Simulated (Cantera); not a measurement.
A closed system holds: 1 mol SiCl₄, 36 mol N₂, at 1125 K and 1.00 bar.

Cantera equilibrium calculation (NASA polynomials, part measured and part estimated; ideal gas, pure solids and liquids). Candidate condensed phases: Si, Si₃N₄; 13 gas species. Equilibrium is a limit: real reactors are often held back by kinetics, nucleation or transport.

What is the equilibrium state?


| Item | Value |
|---|---|
| x(N₂) | 0.973 |
| x(SiCl₄) | 0.0270 |
| x(SiCl₃) | 1.40e-6 |
| gas amount | 37.00 mol |
| log10 activity of Si(s) (absent) | -12.15 |
